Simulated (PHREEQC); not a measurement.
**Copper plating or etch bath with polishing slurry liquid**

Solution A (1.8 mmol/kgw Cu(NO3)2, 3.4 mmol/kgw H2SO4 and 160 mmol/kgw H3BO3) is mixed with solution B (0.0027 mol/kgw H2SO4, 2.4e-06 mol/kgw H4SiO4 and 0.005 mol/kgw CuSO4) at 25 °C; shares are by mass of water, 1 kg in all. O2 is buffered at 0.21 atm. CO2 from the air is kept out. Solids allowed: Cu(OH)2, Brochantite, Antlerite, Cu2(OH)3NO3, Chalcedony, Chalcanthite. Others were left out.

Equilibrium calculation in PHREEQC: ion-association model, wateq4f.dat.

```tsv
share of solution B	pH	CuSO4 (mol/kgw)
0	2.27	0.000288
0.05	2.28	0.000327
0.1	2.28	0.000368
0.15	2.29	0.000410
0.2	2.30	0.000454
0.25	2.31	0.000499
0.3	2.32	0.000546
0.35	2.33	0.000594
0.4	2.33	0.000643
0.45	2.34	0.000694
0.5	2.35	0.000746
0.55	2.36	0.000799
0.6	2.37	0.000853
0.65	2.37	0.000908
0.7	2.38	0.000964
0.75	2.39	0.00102
0.8	2.40	0.00108
0.85	2.41	0.00114
0.9	2.41	0.00120
0.95	2.42	0.00126
1	2.43	0.00132
```

Species that the database lacks are ignored.
